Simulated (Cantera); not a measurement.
## Hydrocarbon pyrolysis for carbon deposition

An isothermal, constant-pressure homogeneous reactor starts with C₂H₆ : N₂ = 1 : 26 (molar parts), at 1850 K and 75.0 Torr.

Computed with Cantera and GRI-Mech 3.0 (53 species, 325 reactions). GRI-Mech 3.0 stops at C3 and has no aromatics, soot or wall deposition, so with more carbon than oxygen in the feed, carbon stays in small species such as C2H2 where larger ones or solid carbon would form.

```
t (s)       x C₂H₆    x C₂H₄     x C₂H       x H    x C₂H₂
--------  --------  --------  --------  --------  --------
2.00e-6     0.0361   1.89e-6    <1e-12   4.18e-6  3.04e-10
1.00e-5     0.0321  0.000210  9.69e-12  0.000131   2.77e-7
5.02e-5     0.0112    0.0105   1.21e-6   0.00138   0.00124
0.000252   7.52e-5   0.00625   6.59e-6   0.00128    0.0227
0.00126    5.82e-6  0.000485   2.81e-6  0.000499    0.0307
0.00632    1.22e-6   7.07e-5   1.70e-6  0.000306    0.0322
0.0317     2.73e-7   1.77e-5   1.82e-6  0.000332    0.0334
0.159      1.45e-8   4.58e-6   2.25e-6  0.000416    0.0342
0.796     3.80e-10   3.93e-6   2.41e-6  0.000447    0.0344
3.99      2.23e-11   3.92e-6   2.42e-6  0.000450    0.0344
20.0      1.69e-11   3.92e-6   2.42e-6  0.000450    0.0344
```
x: mole fraction; the columns are a selection and need not sum to one.

Equilibrium at this temperature and pressure: C₂H₆ 6.29e-12, C₂H₄ 9.13e-7, C₂H 5.63e-7, H 0.000450, C₂H₂ 0.00801 (gas phase only).
